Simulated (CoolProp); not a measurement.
Isobutane along the isobar 1.09 MPa: Z from the reference equation and from simpler models built on Tc = 407.8 K, pc = 3.629 MPa, ω = 0.184; each cubic takes its own stable root.

Model: reference Helmholtz-energy equation of state, Bücker 2006, in CoolProp.

```
T (K)   phase  reference
-----  ------  ---------
320.6  liquid    0.04550
327    liquid    0.04542
333.5  liquid    0.04542
340    liquid    0.04551
346.4     gas     0.7894
352.9     gas     0.8057
359.3     gas     0.8199
365.8     gas     0.8326
372.3     gas     0.8440
```

### Question
How far does each simpler model (van der Waals, Redlich-Kwong, Soave-Redlich-Kwong, Peng-Robinson) lie from the reference over these 9 states: mean and median of the absolute difference, and the worst?

### Answer
- van der Waals: mean 765.0 %, median 7.4 %, worst +1744.6 % at 340 K and 1.09 MPa
- Redlich-Kwong: mean 188.6 %, median 2.5 %, worst +1649.7 % at 340 K and 1.09 MPa
- Soave-Redlich-Kwong: mean 4.7 %, median 1.2 %, worst +10.9 % at 340 K and 1.09 MPa
- Peng-Robinson: mean 1.9 %, median 1.1 %, worst -4.1 % at 320.6 K and 1.09 MPa

At some of these states van der Waals, Redlich-Kwong gives the other phase, because its saturation line lies elsewhere.
